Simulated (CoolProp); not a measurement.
Vapour-liquid equilibrium of cis-2-butene (1) + acetone (2) at 1130 kPa; x and y are mole fractions of (1).

Values from CoolProp's multi-fluid Helmholtz-energy mixture model, Lemmon 2005 and Lemmon 2006; pair parameters Bell 2016.

```
x     bubble temperature, mixture model (K)  bubble temperature, Raoult's law (K)  y, mixture model  y, Raoult's law
----  -------------------------------------  ------------------------------------  ----------------  ---------------
0.05                                  414.2                                 417.6        (withheld)            0.140
0.2                                   394.2                                 404.5        (withheld)            0.449
0.35                                  381.9                                 393.6        (withheld)            0.648
0.5                                   374.5                                 384.5             0.754            0.782
0.65                                  369.6                                 376.6        (withheld)            0.874
0.8                                   365.9                                 369.9             0.883            0.940
0.95                             (withheld)                                 363.9             0.964            0.987
```

Complete the blanks.


- 0.05, y, mixture model: 0.165
- 0.2, y, mixture model: 0.496
- 0.35, y, mixture model: 0.662
- 0.65, y, mixture model: 0.819
- 0.95, bubble temperature, mixture model (K): 362.9

The largest gap from Raoult's law is -11.7 K in bubble temperature, at x = 0.35. No azeotrope shows between x = 0.05 and 0.95.

The pair parameters rest on a limited set of measurements; away from them the model extrapolates.
